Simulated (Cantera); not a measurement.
# Thermodynamics of oxide etching and cleaning by halides, feed SiO2 + HCl + O2

Charge: 1 mol SiO2, a varied amount of HCl, 0.089 mol O2, equilibrated at 1100 K and 1.33 mbar.

Cantera equilibrium calculation (NASA polynomials, part measured and part estimated; ideal gas, pure solids and liquids). Candidate condensed phases: H2O, Si, SiO2; 30 gas species. The numbers say what is thermodynamically allowed, not how fast it happens.

From 3.3 mol HCl to 91 mol HCl the condensed part is SiO2(β-quartz).

```
n(HCl) (mol)  log p HCl  log p H2O  log p Cl2  log p O2  log p Cl  log p ClO  n SiO2(β-quartz)
------------  ---------  ---------  ---------  --------  --------  ---------  ----------------
3.3               -2.91      -4.44      -4.50     -4.76     -5.07      -8.76              1.00
18                -2.88      -4.89      -4.99     -6.72     -5.31      -9.99              1.00
32                -2.88      -5.13      -5.25     -7.75     -5.45     -10.63              1.00
47                -2.88      -5.30      -5.44     -8.46     -5.54     -11.09              1.00
62                -2.88      -5.42      -5.58     -8.99     -5.61     -11.42              1.00
76                -2.88      -5.51      -5.69     -9.38     -5.66     -11.67              1.00
91                -2.88      -5.58      -5.79     -9.73     -5.71     -11.89             1.000
```
log p: log10 of the partial pressure in bar; n: condensed amount in mol.
